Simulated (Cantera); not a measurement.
Cantera run:

```python
import numpy as np
import cantera as ct

gas_names = """
    CL CL2 H HCL H2 Si SiCL SiCL2 SiCL3 SiCL4 SiH SiHCL3 SiH2 SiH2CL2 SiH3 SiH3CL SiH4 Si2 Si3
""".split()
cond_names = """
    Si(cr) Si(L)
""".split()


# ... load() reads the species with a 1 bar reference pressure and builds the phases ...
atoms = {
    'SiCl4': {'Si': 1, 'CL': 4},
    'H2': {'H': 2},
}
top_T = {}  # K; cautious upper limits of use, not melting points


# ... equilibrate(T, P, feed) seeds the gas with the atoms and calls Mixture.equilibrate('TP', solver="gibbs", rtol=1e-10, max_steps=50000) ...
results = []
feed = {'SiCl4': 1, 'H2': 29}  # mol
for P in [100, 350, 1300, 4500, 16000, 56000, 200000]:
    for T in [923, 998, 1073, 1148, 1223, 1298, 1373, 1448, 1523, 1598, 1673, 1748]:
        mix = equilibrate(T, P, feed)
        results.append((T, P, feed, dict(zip(mix.species_names, mix.species_moles))))

for T, P, feed, n in results:
    print(f"{T:7g} {P:10.4g}  " + (" + ".join(c for c in cond_names if n.get(c, 0) > 1e-12) or "gas only"))
```

Output:

```
    923        100  Si(cr)
    998        100  Si(cr)
   1073        100  Si(cr)
   1148        100  Si(cr)
   1223        100  Si(cr)
   1298        100  Si(cr)
   1373        100  Si(cr)
   1448        100  Si(cr)
   1523        100  Si(cr)
   1598        100  Si(cr)
   1673        100  Si(cr)
   1748        100  Si(L)
    923        350  Si(cr)
    998        350  Si(cr)
   1073        350  Si(cr)
   1148        350  Si(cr)
   1223        350  Si(cr)
   1298        350  Si(cr)
   1373        350  Si(cr)
   1448        350  Si(cr)
   1523        350  Si(cr)
   1598        350  Si(cr)
   1673        350  Si(cr)
   1748        350  Si(L)
    923       1300  Si(cr)
    998       1300  Si(cr)
   1073       1300  Si(cr)
   1148       1300  Si(cr)
   1223       1300  Si(cr)
   1298       1300  Si(cr)
   1373       1300  Si(cr)
   1448       1300  Si(cr)
   1523       1300  Si(cr)
   1598       1300  Si(cr)
   1673       1300  Si(cr)
   1748       1300  Si(L)
    923       4500  gas only
    998       4500  Si(cr)
   1073       4500  Si(cr)
   1148       4500  Si(cr)
   1223       4500  Si(cr)
   1298       4500  Si(cr)
   1373       4500  Si(cr)
   1448       4500  Si(cr)
   1523       4500  Si(cr)
   1598       4500  Si(cr)
   1673       4500  Si(cr)
   1748       4500  Si(L)
    923    1.6e+04  gas only
    998    1.6e+04  gas only
   1073    1.6e+04  Si(cr)
   1148    1.6e+04  Si(cr)
   1223    1.6e+04  Si(cr)
   1298    1.6e+04  Si(cr)
   1373    1.6e+04  Si(cr)
   1448    1.6e+04  Si(cr)
   1523    1.6e+04  Si(cr)
   1598    1.6e+04  Si(cr)
   1673    1.6e+04  Si(cr)
   1748    1.6e+04  Si(L)
    923    5.6e+04  gas only
    998    5.6e+04  gas only
   1073    5.6e+04  gas only
   1148    5.6e+04  Si(cr)
   1223    5.6e+04  Si(cr)
   1298    5.6e+04  Si(cr)
   1373    5.6e+04  Si(cr)
   1448    5.6e+04  Si(cr)
   1523    5.6e+04  Si(cr)
   1598    5.6e+04  Si(cr)
   1673    5.6e+04  Si(cr)
   1748    5.6e+04  Si(L)
    923      2e+05  gas only
    998      2e+05  gas only
   1073      2e+05  gas only
   1148      2e+05  gas only
   1223      2e+05  Si(cr)
   1298      2e+05  Si(cr)
   1373      2e+05  Si(cr)
   1448      2e+05  Si(cr)
   1523      2e+05  Si(cr)
   1598      2e+05  Si(cr)
   1673      2e+05  Si(cr)
   1748      2e+05  Si(L)
```

Method: chemical equilibrium by Gibbs-energy minimisation in Cantera with the NASA 1993 tables (ideal gas, pure condensed phases). The tables' values for SiCl3 are old estimates.
